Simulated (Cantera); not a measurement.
A perfectly stirred reactor is fed with NO : N2 = 1 : 4.5 (molar parts), at 0.306 atm; it is held at 2075 K, and followed from long to short residence time.

Computed with Cantera and GRI-Mech 3.0 (53 species, 325 reactions).

**Question.** What does this change do: 0.12 parts H2O added?

**Answer.** 
| quantity | before | after |
|---|---|---|
| x(NO) at τ = 24.0 s | 0.0168 | 0.0159 |
| x(N2O) at τ = 24.0 s | 3.11e-7 | 2.81e-7 |
| x(O) at τ = 24.0 s | 0.000605 | 0.000597 |
| x(O2) at τ = 24.0 s | 0.0822 | 0.0803 |
| x(N2) at τ = 24.0 s | 0.900 | 0.881 |
| x(NO) at τ = 0.110 s | 0.173 | 0.166 |
| x(N2O) at τ = 0.110 s | 1.41e-5 | 8.72e-6 |
| x(O) at τ = 0.110 s | 0.000188 | 0.000164 |
| x(O2) at τ = 0.110 s | 0.00421 | 0.00575 |
| x(N2) at τ = 0.110 s | 0.822 | 0.806 |
